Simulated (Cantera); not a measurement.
A Cantera script and what it prints.

```python
import numpy as np
import cantera as ct

gas_names = [...]  # 95 gases of nasa_gas.yaml made of C, F, H
cond_names = """
    C(gr) C6H6(L) C7H8(L) C8H18(L),n-octa
""".split()


# ... load() reads the species with a 1 bar reference pressure and builds the phases ...
atoms = {
    'CHF3': {'C': 1, 'H': 1, 'F': 3},
    'H2': {'H': 2},
}
top_T = {'C(gr)': 4500}  # K; cautious upper limits of use, not melting points


# ... equilibrate(T, P, feed) seeds the gas with the atoms and calls Mixture.equilibrate('TP', solver="vcs", rtol=1e-11, max_steps=5000) ...
results = []
feed = {'CHF3': 1, 'H2': 1.3}  # mol
T = 2323  # K
P = 9100  # Pa
mix = equilibrate(T, P, feed)
results.append((T, P, feed, dict(zip(mix.species_names, mix.species_moles))))
x = sorted(zip(gas.X, gas.species_names), reverse=True)
print(f"T = {T:g} K  P = {P:g} Pa  gas = {mix.phase_moles(0):.4g} mol")
print("   x: " + "  ".join(f"{s} {v:.3e}" for v, s in x if v > 0.001))
print("   condensed (mol): " + ("  ".join(f"{mix.phase(i).name} {mix.phase_moles(i):.4g}"
      for i in range(1, mix.n_phases) if mix.phase_moles(i) > 1e-12) or "none"))
```

It prints:

```
T = 2323 K  P = 9100 Pa  gas = 3.318 mol
   x: HF 9.041e-01  H2 8.483e-02  H 1.051e-02
   condensed (mol): C(gr) 0.9972
```

Cantera equilibrium calculation (NASA polynomials, part measured and part estimated; ideal gas, pure solids and liquids).
